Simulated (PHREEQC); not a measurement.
Dissolve 180 mmol/kgw KOH, 1.6 mmol/kgw Na2SiO3 and 0.55 mmol/kgw (CH3)4NCl at 25 °C. It is in equilibrium with CO2 at log p = -3.4 (atm). Otherwise closed; pH follows from the charge balance.

Equilibrium calculation in PHREEQC: ion-association model, wateq4f.dat.

| quantity | before | after |
|---|---|---|
| pH | 9.89 | 9.75 |
| ionic strength (mol/kgw) | 0.241 | 0.115 |
| HCO3- (mol/kgw) | 0.0635 | 0.0431 |
| CO3-2 (mol/kgw) | 0.0585 | 0.0238 |
| Na+ (mol/kgw) | 0.00240 | 0.00136 |
| NaCO3- (mol/kgw) | 0.000760 | 0.000221 |
| SI of Nahcolite (NaHCO3) | -3.54 | -3.90 |
| SI of Natron (Na2CO3:10H2O) | -5.99 | -6.71 |

**Question.** Which change was made?
(A) KOH from 0.18 to 0.9 mol/kgw
(B) diluted 100-fold with water
(C) diluted 2-fold with water
(D) Na2SiO3 replaced by Na2HAsO4 at the same molality

**Answer.** C, diluted 2-fold with water

No solid was allowed to form. Some of these states are supersaturated (in Quartz (slow to form), Chalcedony (slow to form), for instance). (CH3)4N+ isn't in the database: it is added as a free cation with an ion size of 4 Å.
